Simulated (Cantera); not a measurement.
What does this Cantera script print?

```python
import numpy as np
import cantera as ct

gas_names = """
    CL CL2 H HCL H2 Si SiCL SiCL2 SiCL3 SiCL4 SiH SiHCL3 SiH2 SiH2CL2 SiH3 SiH3CL SiH4 Si2 Si3
""".split()
cond_names = """
    Si(cr) Si(L)
""".split()


def load(file, names, dense=False):
    # The tables refer to 1 bar. Condensed volumes are neglected.
    table = {s.name: s for s in ct.Species.list_from_file(file)}
    out = []
    for n in names:
        d = dict(table[n].input_data)
        d["thermo"] = dict(d["thermo"], **{"reference-pressure": 1e5})
        if dense:
            d["equation-of-state"] = {"model": "constant-volume", "density": "1e6 g/cm^3"}
        out.append(ct.Species.from_dict(d))
    return out


gas = ct.Solution(thermo="ideal-gas", species=load("nasa_gas.yaml", gas_names))
cond = {s.name: ct.Solution(thermo="fixed-stoichiometry", species=[s], name=s.name)
        for s in load("nasa_condensed.yaml", cond_names, dense=True)}
atoms = {
    'SiCl4': {'Si': 1, 'CL': 4},
    'H2': {'H': 2},
    'Cl2': {'CL': 2},
}
top_T = {}  # K; cautious upper limits of use, not melting points


def equilibrate(T, P, feed):
    n = {}
    for name, mol in feed.items():
        for a, k in atoms[name].items():
            n[a] = n.get(a, 0.0) + k * mol
    gas.TPX = T, P, n
    mass = sum(n.values()) * gas.mean_molecular_weight
    gas.equilibrate("TP")
    valid = [c for c in cond.values() if c.min_temp <= T <= top_T.get(c.name, c.max_temp)]
    mix = ct.Mixture([(gas, mass / gas.mean_molecular_weight)] + [(c, 0.0) for c in valid])
    mix.T, mix.P = T, P
    mix.equilibrate("TP", solver="vcs", rtol=1e-11, max_steps=5000)
    return mix


results = []
feed = {'SiCl4': 1, 'H2': 9.1, 'Cl2': 2.8}  # mol
P = 48000  # Pa
for T in [573, 773, 973, 1173, 1373, 1573, 1773]:
    mix = equilibrate(T, P, feed)
    results.append((T, P, feed, dict(zip(mix.species_names, mix.species_moles))))
    x = sorted(zip(gas.X, gas.species_names), reverse=True)
    print(f"T = {T:g} K  P = {P:g} Pa  gas = {mix.phase_moles(0):.4g} mol")
    print("   x: " + "  ".join(f"{s} {v:.3e}" for v, s in x if v > 1e-06))
    print("   condensed (mol): " + ("  ".join(f"{mix.phase(i).name} {mix.phase_moles(i):.4g}"
          for i in range(1, mix.n_phases) if mix.phase_moles(i) > 1e-12) or "none"))
```

Result:

```
T = 573 K  P = 48000 Pa  gas = 12.9 mol
   x: H2 4.884e-01  HCL 4.341e-01  SiCL4 7.752e-02  SiHCL3 1.230e-06
   condensed (mol): none
T = 773 K  P = 48000 Pa  gas = 12.9 mol
   x: H2 4.883e-01  HCL 4.342e-01  SiCL4 7.746e-02  SiHCL3 5.484e-05
   condensed (mol): none
T = 973 K  P = 48000 Pa  gas = 12.9 mol
   x: H2 4.879e-01  HCL 4.346e-01  SiCL4 7.702e-02  SiHCL3 4.859e-04  SiCL3 1.222e-05
   condensed (mol): none
T = 1173 K  P = 48000 Pa  gas = 12.9 mol
   x: H2 4.860e-01  HCL 4.365e-01  SiCL4 7.505e-02  SiHCL3 1.948e-03  SiCL3 4.649e-04  SiCL2 2.839e-05  SiH2CL2 6.470e-06
   condensed (mol): none
T = 1373 K  P = 48000 Pa  gas = 12.96 mol
   x: H2 4.771e-01  HCL 4.457e-01  SiCL4 6.558e-02  SiCL3 5.198e-03  SiHCL3 4.441e-03  SiCL2 1.905e-03  SiH2CL2 4.450e-05  H 3.320e-06  CL 2.570e-06
   condensed (mol): none
T = 1573 K  P = 48000 Pa  gas = 13.28 mol
   x: HCL 4.830e-01  H2 4.416e-01  SiCL4 3.441e-02  SiCL2 2.033e-02  SiCL3 1.631e-02  SiHCL3 4.170e-03  SiH2CL2 8.335e-05  H 3.900e-05  CL 3.390e-05
   condensed (mol): none
T = 1773 K  P = 48000 Pa  gas = 13.66 mol
   x: HCL 5.221e-01  H2 4.042e-01  SiCL2 4.766e-02  SiCL3 1.544e-02  SiCL4 8.500e-03  SiHCL3 1.543e-03  H 2.610e-04  CL 2.592e-04  SiH2CL2 5.028e-05  SiCL 5.656e-06
   condensed (mol): none
```

Method: chemical equilibrium by Gibbs-energy minimisation in Cantera with the NASA 1993 tables (ideal gas, pure condensed phases). The tables' values for SiCl3 are old estimates; treat these amounts as uncertain.
